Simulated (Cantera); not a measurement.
An adiabatic, constant-volume homogeneous reactor starts with H₂ : O₂ : N₂ = 1 : 0.217 : 1.63 (molar parts), equivalence ratio 2.3, at 1775 K and 5.00 bar.

Computed with Cantera and GRI-Mech 3.0 (53 species, 325 reactions). The hydrogen kinetics of GRI-Mech 3.0 are dated; newer H2 mechanisms differ, most at raised pressure.

x: mole fraction; the columns are a selection and need not sum to one.

| t (s) | T (K) | P (bar) | x H₂ | x O₂ | x N₂O | x O | x H |
|---|---|---|---|---|---|---|---|
| 2.00e-6 | 1975 | 5.52 | 0.202 | 0.0182 | 3.75e-8 | 0.00459 | 0.0855 |
| 5.87e-6 | 2628 | 7.05 | 0.192 | 0.000467 | (withheld) | 0.00143 | 0.0480 |
| 1.72e-5 | 2868 | 7.57 | 0.204 | 0.000111 | (withheld) | 0.000354 | 0.0225 |
| 5.05e-5 | 2900 | 7.64 | 0.206 | 7.79e-5 | (withheld) | 0.000255 | 0.0190 |
| 0.000148 | 2898 | 7.63 | 0.206 | 7.66e-5 | (withheld) | 0.000251 | 0.0189 |
| 0.000435 | 2897 | 7.63 | 0.206 | 7.55e-5 | 9.48e-8 | 0.000248 | 0.0188 |
| 0.00128 | 2896 | 7.63 | 0.206 | 7.54e-5 | 9.62e-8 | 0.000248 | 0.0188 |
| 0.00374 | 2896 | 7.63 | 0.206 | 7.54e-5 | 9.62e-8 | 0.000248 | 0.0188 |
| 0.0110 | 2896 | 7.63 | 0.206 | 7.54e-5 | 9.62e-8 | 0.000248 | 0.0188 |
| 0.0322 | 2896 | 7.63 | 0.206 | 7.54e-5 | 9.62e-8 | 0.000248 | 0.0188 |
| 0.0945 | 2896 | 7.63 | 0.206 | 7.54e-5 | 9.62e-8 | 0.000248 | 0.0188 |
| 0.277 | 2896 | 7.63 | 0.206 | 7.54e-5 | 9.62e-8 | 0.000248 | 0.0188 |
| 0.813 | 2896 | 7.63 | 0.206 | 7.54e-5 | 9.62e-8 | 0.000248 | 0.0188 |
| 2.39 | 2896 | 7.63 | 0.206 | 7.54e-5 | 9.62e-8 | 0.000248 | 0.0188 |
| 7.00 | 2896 | 7.63 | 0.206 | 7.54e-5 | 9.62e-8 | 0.000248 | 0.0188 |

### Question
What belongs in the gaps?

### Answer

- 5.87e-6, x N₂O: 4.05e-8
- 1.72e-5, x N₂O: 6.84e-8
- 5.05e-5, x N₂O: 7.63e-8
- 0.000148, x N₂O: 8.35e-8
